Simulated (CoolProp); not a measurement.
Vapour-liquid equilibrium of CH2F2 (R32) (1) + R123 (2) at 244.4 K; x and y are mole fractions of (1).

Values from CoolProp's multi-fluid Helmholtz-energy mixture model, Tillner-Roth 1997 and Younglove 1994; pair parameters Bell 2016.

| x | bubble pressure (MPa) | y at the bubble point | dew pressure at overall composition x (MPa) | liquid density (mol/L) |
|---|---|---|---|---|
| 0.05 | 0.02984 | 0.764 | 0.007653 | 10.73 |
| 0.15 | 0.07231 | 0.910 | 0.008544 | 11.38 |
| 0.25 | 0.1094 | 0.945 | 0.009670 | 12.11 |
| 0.35 | 0.1406 | 0.961 | 0.01114 | 12.92 |
| 0.45 | 0.1664 | 0.970 | 0.01313 | 13.83 |
| 0.55 | 0.1884 | 0.976 | 0.01598 | 14.86 |
| 0.65 | 0.2084 | 0.981 | 0.02040 | 16.05 |
| 0.75 | 0.2281 | 0.986 | 0.02822 | 17.41 |
| 0.85 | 0.2494 | 0.991 | 0.04569 | 19.02 |
| 0.95 | 0.2739 | 0.997 | 0.1178 | 20.94 |

No azeotrope shows between x = 0.05 and 0.95.

The pair parameters rest on a limited set of measurements; away from them the model extrapolates.
